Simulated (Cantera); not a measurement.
Input: 1 mol CH2F2, 0.019 mol CH4, 16 mol H2, at 2625 K and 0.0133 bar.

Cantera equilibrium calculation (NASA polynomials, part measured and part estimated; ideal gas, pure solids and liquids). Candidate condensed phases: C, C6H6, C7H8, C8H18; 95 gas species. Equilibrium is a limit: real reactors are often held back by kinetics, nucleation or transport.

Base state: H2 0.607, H 0.286, HF 0.0948, C2H2 (acetylene) 0.0108, C2H 0.000472, C3 0.000237, F 0.000127, C4H2 8.02e-5 (mole fractions); condensed: C(graphite).

Problem. What changes in the equilibrium state with this change: pressure from 0.0133 bar to 1.30e-5 bar?

Solution. 
| species | before | after |
|---|---|---|
| H | 0.286 | 0.917 |
| HF | 0.0948 | 0.0396 |
| F | 0.000127 | 0.0171 |
| H2 | 0.607 | 0.00606 |
| C2H2 (acetylene) | 0.0108 | 6.25e-6 |
| C | 6.41e-5 | 0.0158 |
| C4H2 | 8.02e-5 | 2.67e-9 |
| C2H2 (vinylidene) | 1.26e-5 | 7.28e-9 |
| C2 | 2.24e-5 | 0.00132 |
| CF | 6.00e-6 | 0.000193 |
| C(graphite), mol | 0.517 | 0 |

Problem. What changes in the equilibrium state with this change: temperature from 2625 K to 1050 K?

Solution. 
```
species             before     after
----------------  --------  --------
H2                   0.607     0.888
HF                  0.0948     0.111
CH4                6.09e-7  0.000603
H                    0.286   6.62e-8
C2H2 (acetylene)    0.0108   3.67e-9
C2H               0.000472     <1e-9
C3                0.000237     <1e-9
F                 0.000127     <1e-9
C4H2               8.02e-5     <1e-9
C(graphite), mol     0.517      1.01
```
